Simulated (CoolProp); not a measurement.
Vapour-liquid equilibrium of R125 (1) + R152A (2) at 284.5 K; x and y are mole fractions of (1).

The numbers come from the multi-fluid Helmholtz-energy mixture model, Lemmon 2005 and Outcalt 1996; pair parameters Bell 2016 in CoolProp.

```
x     bubble pressure, mixture model (kPa)  bubble pressure, Raoult's law (kPa)  y, mixture model  y, Raoult's law
----  ------------------------------------  -----------------------------------  ----------------  ---------------
0.05                                 418.0                                417.5             0.106            0.113
0.15                                 471.1                                473.1             0.277            0.300
0.25                                   ___                                528.6             0.412            0.447
0.35                                 571.8                                584.1             0.525            0.566
0.45                                   ___                                639.7             0.623            0.665
0.55                                   ___                                695.2             0.711            0.748
0.65                                 729.7                                750.8             0.789            0.818
0.75                                 787.5                                806.3             0.859            0.879
0.85                                 848.5                                861.9               ___            0.932
0.95                                 912.3                                917.4             0.976            0.979
```

Fill in the missing entries.


- 0.25, bubble pressure, mixture model (kPa): 521.8
- 0.45, bubble pressure, mixture model (kPa): 622.4
- 0.55, bubble pressure, mixture model (kPa): 674.8
- 0.85, y, mixture model: 0.921

The largest gap from Raoult's law is -2.9 % in bubble pressure, at x = 0.55. No azeotrope shows between x = 0.05 and 0.95.

Pair parameters are fitted to limited data, so mixtures are less certain than the pure fluids.
